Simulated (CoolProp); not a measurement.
n-perfluorohexane along the isobar 0.371 MPa: Z from the reference equation and from simpler models built on Tc = 448.0 K, pc = 1.742 MPa, ω = 0.497; each cubic takes its own stable root.

Model: reference Helmholtz-energy equation of state, Gao 2022, in CoolProp.

| T (K) | phase | reference |
|---|---|---|
| 340.7 | liquid | 0.02863 |
| 349.8 | liquid | 0.02846 |
| 358.9 | liquid | 0.02836 |
| 368 | liquid | 0.02832 |
| 377.1 | gas | 0.8412 |
| 386.2 | gas | 0.8566 |
| 395.3 | gas | 0.8699 |
| 404.5 | gas | 0.8815 |
| 413.6 | gas | 0.8917 |
| 422.7 | gas | 0.9007 |
| 431.8 | gas | 0.9087 |
| 440.9 | gas | 0.9159 |
| 450 | gas | 0.9223 |

Problem. How far does each simpler model (van der Waals, Redlich-Kwong, Soave-Redlich-Kwong, Peng-Robinson) lie from the reference over these 13 states: mean and median of the absolute difference, and the worst?

Solution. 
- van der Waals: mean 918.6 %, median 4.3 %, worst +3035.2 % at 368 K and 0.371 MPa
- Redlich-Kwong: mean 452.1 %, median 2.0 %, worst +2928.6 % at 368 K and 0.371 MPa
- Soave-Redlich-Kwong: mean 5.6 %, median 0.4 %, worst +18.6 % at 368 K and 0.371 MPa
- Peng-Robinson: mean 1.5 %, median 0.6 %, worst +4.5 % at 368 K and 0.371 MPa

At some of these states van der Waals, Redlich-Kwong gives the other phase, because its saturation line lies elsewhere.
